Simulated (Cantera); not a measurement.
Input (Python, Cantera) and output of one run.

```python
import numpy as np
import cantera as ct

gas_names = """
    CL CL2 H HCL H2 Si SiCL SiCL2 SiCL3 SiCL4 SiH SiHCL3 SiH2 SiH2CL2 SiH3 SiH3CL SiH4 Si2 Si3
""".split()
cond_names = """
    Si(cr) Si(L)
""".split()


# ... load() reads the species with a 1 bar reference pressure and builds the phases ...
atoms = {
    'SiCl4': {'Si': 1, 'CL': 4},
    'Cl2': {'CL': 2},
    'H2': {'H': 2},
}
top_T = {}  # K; cautious upper limits of use, not melting points


# ... equilibrate(T, P, feed) seeds the gas with the atoms and calls Mixture.equilibrate('TP', solver="vcs", rtol=1e-11, max_steps=5000) ...
results = []
feed = {'SiCl4': 1, 'Cl2': 2.6, 'H2': 0.22}  # mol
T = 1123.15  # K
P = 17000  # Pa
mix = equilibrate(T, P, feed)
results.append((T, P, feed, dict(zip(mix.species_names, mix.species_moles))))
print(gas.report(threshold=0.001))
for i in range(1, mix.n_phases):
    print(f"{mix.phase(i).name:16s} {mix.phase_moles(i):12.5e} mol")
```

Output:

```
       temperature   1123.2 K
          pressure   17000 Pa
           density   0.1687 kg/m^3
  mean mol. weight   92.667 kg/kmol
   phase of matter   gas

                          1 kg             1 kmol
                     ---------------   ---------------
          enthalpy       -1.5062e+06       -1.3958e+08  J
   internal energy        -1.607e+06       -1.4892e+08  J
           entropy            3654.5        3.3865e+05  J/K
    Gibbs function       -5.6108e+06       -5.1994e+08  J
 heat capacity c_p            591.13             54778  J/K
 heat capacity c_v             501.4             46464  J/K

                      mass frac. Y      mole frac. X     chem. pot. / RT
                     ---------------   ---------------   ---------------
                CL         0.0014662         0.0038328           -15.814
               CL2           0.47431           0.61993           -31.627
               HCL           0.04523           0.11496             -38.4
             SiCL4             0.479           0.26128           -120.93
     [  +15 minor]        2.6936e-08        1.8575e-08

Si(cr)            0.00000e+00 mol
```

Equilibrium computed with Cantera from the NASA thermochemical tables; the gas is ideal and each condensed phase is pure.
